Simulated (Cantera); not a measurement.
A perfectly stirred reactor is fed with 2.08 % CH4, 2.03 % C2H6, 20.1 % O2, 75.8 % N2, equivalence ratio 0.56, at 14.0 bar; it is adiabatic with a 648 K inlet, and is followed from long to short residence time, starting on the burning branch (τ in s: 0.036, 0.018, 0.0085, 0.0041, 0.002, 0.00096, 0.00047, 0.00023, 0.00011, 5.3e-05, 2.6e-05).

Cantera simulation using GRI-Mech 3.0 (53 species, 325 reactions); the numbers are that mechanism's predictions, not measurements. The pressure lies above the range GRI-Mech 3.0 was tuned for (to about 10 atm).

One state of this run: T (K) = 1879; x CH4 = 1.76e-5; x C2H6 = 3.91e-6; x O2 = 0.0880; x OH = 0.000904; x C2H2 = 6.40e-6; x H2O2 = 3.81e-7; x HCN = 1.49e-8. x: mole fraction; the columns are a selection and need not sum to one.

### Question
Which value of τ (s) does it belong to?
(A) 0.036
(B) 2.6e-5
(C) 0.018
(D) 0.0020

### Answer
D, 0.0020
